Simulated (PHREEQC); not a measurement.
Solution (20 °C): 0.0355 mol FeCl3, 1.3e-05 mol H3AsO4, 0.000105 mol H2SO4 and 0.00023 mol Na2SO4 per kg of water. Closed to the air; pH follows from the charge balance.

Model: ion-association model, wateq4f.dat, run in PHREEQC.

The ionic strength comes out as 0.168 mol/kgw. What activity coefficients do Fe2(OH)2+4, H+, FeCl2+, FeCl+2, Fe(OH)2+ get?

Fe2(OH)2+4 0.011, H+ 0.81, FeCl2+ 0.76, FeCl+2 0.32, Fe(OH)2+ 0.76.

This is a speciation only: nothing precipitates in the calculation. Saturation is exceeded, for instance for Hematite (slow to form), Goethite (slow to form); the values hold only as long as no solid forms. Species that the database lacks are ignored. The database's scorodite may be far more soluble than the real mineral, and it has no iron arsenate complexes; the constant wasn't checked at its source.
